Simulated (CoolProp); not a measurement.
A single-stage vapour-compression cycle with R22: evaporating at 211.15 K (dew point), condensing at 279.15 K (bubble point), superheat 10 K, subcooling 8 K, compressor efficiency 0.75, no pressure losses. Each further row changes one setting.

The numbers come from the reference Helmholtz-energy equation of state, Kamei 1995 in CoolProp.

| case | cooling COP | pressure ratio | discharge temperature (K) | refrigerating effect (kJ/kg) | volumetric capacity (kJ/m³) |
|---|---|---|---|---|---|
| as stated | 1.83 | 18.0 | 382.7 | 186 | 296 |
| evaporating temperature 216.15 K | 2.07 | 13.6 | 372.2 | 188 | 391 |
| condensing temperature 274.15 K | 2.01 | 15.4 | 373.0 | 191 | 305 |
| subcooling 13 K | 1.88 | 18.0 | 382.7 | 191 | 305 |
| superheat 20 K | 1.80 | 18.0 | 395.7 | 191 | 291 |
| compressor efficiency 0.65 | 1.58 | 18.0 | 402.7 | 186 | 296 |
